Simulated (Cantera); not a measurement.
**Fluorocarbon and chlorocarbon gases: CH₂F₂**

Charge: 1 mol CH₂F₂, held at 10000 Pa.

Method: chemical equilibrium by Gibbs-energy minimisation in Cantera with the NASA 1993 tables (ideal gas, pure condensed phases). Candidate condensed phases: C, C₆H₆, C₇H₈, C₈H₁₈; 95 gas species. Kinetics and transport are ignored.

```
T (°C)   x HF       x H       x F      x C₃      x CF       x C      x C₂  n C(graphite)
------  -----  --------  --------  --------  --------  --------  --------  -------------
527     1.000    <1e-12    <1e-12    <1e-12    <1e-12    <1e-12    <1e-12           1.00
727     1.000  6.99e-12    <1e-12    <1e-12    <1e-12    <1e-12    <1e-12          1.000
927     1.000   1.06e-9  6.76e-10    <1e-12    <1e-12    <1e-12    <1e-12          1.000
1127    1.000   3.92e-8   7.66e-8    <1e-12  4.80e-12    <1e-12    <1e-12          1.000
1327    1.000   6.15e-7   2.59e-6    <1e-12  9.92e-10    <1e-12    <1e-12          1.000
1527    1.000   6.39e-6   3.35e-5  1.15e-12   5.16e-8  2.53e-12    <1e-12          1.000
1727    1.000   5.42e-5  0.000201  2.77e-10   9.31e-7  3.04e-10  2.34e-11          1.000
1927    0.998  0.000328  0.000830   2.42e-8   9.41e-6   1.53e-8   2.11e-9          1.000
2127    0.995   0.00146   0.00274   9.81e-7   6.50e-5   3.97e-7   8.87e-8          0.999
2327    0.985   0.00509   0.00765   2.21e-5  0.000336   6.24e-6   2.08e-6          0.998
2527    0.961    0.0145    0.0186  0.000316   0.00137   6.59e-5   3.08e-5          0.993
2727    0.910    0.0353    0.0398   0.00312   0.00460  0.000507  0.000317          0.963
2927    0.799    0.0733    0.0748    0.0229    0.0127   0.00301   0.00242          0.775
3127    0.593     0.127     0.120    0.0913    0.0254    0.0128    0.0113              0
```
x: gas mole fraction; n: condensed amount in mol.

From 527 °C to 2927 °C the condensed part is C(graphite). At 3127 °C nothing is condensed. The main C-bearing gas is CF₄ at 527 °C and C₃ at 3127 °C.
